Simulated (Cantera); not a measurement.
Feed: 1 mol AlN, 3.3 mol HCl, 57 mol H₂, held at 1123 K and 3.20 Pa.

These are equilibrium values from Cantera (NASA tables, ideal gas, pure condensed phases), not measurements of a reactor. Candidate condensed phases: Al, AlCl₃, AlN, NH₄Cl; 20 gas species. The tables' values for AlCl₂ are old estimates; treat these amounts as uncertain. Rates play no part.

Base state: H₂ 0.956, HCl 0.0321, AlCl₃ 0.00703, N₂ 0.00410, AlCl 0.000843, AlCl₂ 0.000335 (mole fractions); condensed: AlN(s).

Question: What changes in the equilibrium state with this change: temperature from 1123 K to 2050 K?

Answer: 
| species | before | after |
|---|---|---|
| H₂ | 0.956 | 0.628 |
| H | 7.36e-6 | 0.318 |
| HCl | 0.0321 | 0.0248 |
| AlCl | 0.000843 | 0.0108 |
| Al | <1e-9 | 0.00282 |
| AlCl₃ | 0.00703 | 7.27e-9 |
| Cl | 2.20e-7 | 0.00931 |
| AlCl₂ | 0.000335 | 6.67e-6 |
| AlN(s), mol | 0.505 | 0 |

Question: What changes in the equilibrium state with this change: H₂ from 57 to 1.4 mol?

Answer: 
```
species        before     after
-----------  --------  --------
H₂              0.956     0.584
AlCl₃         0.00703     0.190
HCl            0.0321     0.127
N₂            0.00410    0.0962
AlCl₂        0.000335   0.00178
AlCl         0.000843  0.000884
AlN(s), mol     0.505    0.0942
```

Question: What changes in the equilibrium state with this change: temperature from 1123 K to 725 K?

Answer: 
```tsv
species	before	after
H₂	0.956	0.954
HCl	0.0321	0.0374
AlCl₃	0.00703	0.00578
AlCl	0.000843	<1e-9
AlCl₂	0.000335	1.21e-9
N₂	0.00410	0.00289
AlN(s), mol	0.505	0.652
```
